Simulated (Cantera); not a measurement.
Adiabatic ignition

An adiabatic, constant-pressure homogeneous reactor starts with 5.23 % CH4, 12.6 % O2, 82.2 % N2, equivalence ratio 0.83, at 1475 K and 8250 Torr.

Model: GRI-Mech 3.0 (53 species, 325 reactions), integrated in Cantera.

```
t (s)     T (K)   x CH4    x O2    x CH2O      x NO     x H2    x C2H2
--------  -----  ------  ------  --------  --------  -------  --------
4.00e-6    1475  0.0523   0.126   1.24e-7    <1e-12  1.45e-7    <1e-12
1.18e-5    1475  0.0523   0.126   1.46e-6    <1e-12  6.98e-7    <1e-12
3.48e-5    1475  0.0523   0.126   2.12e-5    <1e-12  6.04e-6  4.86e-11
0.000103   1477  0.0518   0.126  0.000204    <1e-12  6.82e-5   9.12e-9
0.000303   1532  0.0422   0.118   0.00191  9.86e-11  0.00271   8.55e-6
0.000894   2499  <1e-12  0.0219  1.96e-11   0.00102  0.00122    <1e-12
0.00264    2494  <1e-12  0.0208  1.97e-11   0.00332  0.00123    <1e-12
0.00779    2489  <1e-12  0.0195  1.99e-11   0.00611  0.00123    <1e-12
0.0230     2487  <1e-12  0.0191  1.99e-11   0.00690  0.00124    <1e-12
0.0678     2487  <1e-12  0.0191  1.99e-11   0.00691  0.00124    <1e-12
0.200      2487  <1e-12  0.0191  1.99e-11   0.00691  0.00124    <1e-12
```
x: mole fraction; the columns are a selection and need not sum to one.

```
Quantity                                                              Result
---------------------------------  -----------------------------------------
time of steepest temperature rise                                   0.344 ms
temperature at 0.200 s                                                2487 K
equilibrium temperature                                               2487 K
x(CH4) at 0.200 s                      <1e-12 (gas-phase equilibrium <1e-12)
x(O2) at 0.200 s                       0.0191 (gas-phase equilibrium 0.0191)
x(CH2O) at 0.200 s                 1.99e-11 (gas-phase equilibrium 1.99e-11)
```
